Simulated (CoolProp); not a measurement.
Vapour-liquid equilibrium of fluoroethane (R161) (1) + R134a (2) at -72.25 °C; x and y are mole fractions of (1).

The numbers come from the multi-fluid Helmholtz-energy mixture model, Wu 2012 and Tillner-Roth 1994; pair parameters Bell 2016 in CoolProp.

Problem. Give the bubble pressure and the first vapour's composition at x = 0.65, 0.8, 0.95. Is there an azeotrope?

Solution. x = 0.65: 0.01168 MPa, y = 0.809; x = 0.8: 0.01304 MPa, y = 0.906; x = 0.95: 0.01444 MPa, y = 0.980. No azeotrope shows between x = 0.05 and 0.95.

The pair parameters rest on a limited set of measurements; away from them the model extrapolates.
